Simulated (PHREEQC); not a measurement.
Dissolve 0.0011 mol/kgw K2CO3, 0.03 mol/kgw Al(NO3)3 and 0.0042 mol/kgw CuSO4 at 25 °C. Closed to the air; pH follows from the charge balance.

The numbers come from PHREEQC with the ion-association model, wateq4f.dat.

```json
[
 {"quantity": "pH", "before": "4.28", "after": "4.07"},
 {"quantity": "ionic strength (mol/kgw)", "before": "0.172", "after": "0.174"},
 {"quantity": "SO4-2 (mol/kgw)", "before": "0.000739", "after": "0.000727"},
 {"quantity": "CuSO4 (mol/kgw)", "before": "6.33e-5", "after": "6.17e-5"},
 {"quantity": "HSO4- (mol/kgw)", "before": "1.57e-6", "after": "2.48e-6"},
 {"quantity": "CuOH+ (mol/kgw)", "before": "3.69e-7", "after": "2.28e-7"},
 {"quantity": "SI of Tenorite (CuO)", "before": "-1.91", "after": "-2.32"},
 {"quantity": "SI of Cu(OH)2 (Cu(OH)2)", "before": "-2.93", "after": "-3.35"}
]
```

### Question
Name the change that produced these shifts.
A. diluted 5-fold with water
B. K2CO3 left out
C. 0.00092 mol/kgw HCl added
D. Al(NO3)3 left out
E. CuSO4 from 0.0042 to 0.00042 mol/kgw

### Answer
C, 0.00092 mol/kgw HCl added

Precipitation was switched off in this run. Some of these states are supersaturated (in Basaluminite, Boehmite (slow to form), for instance).
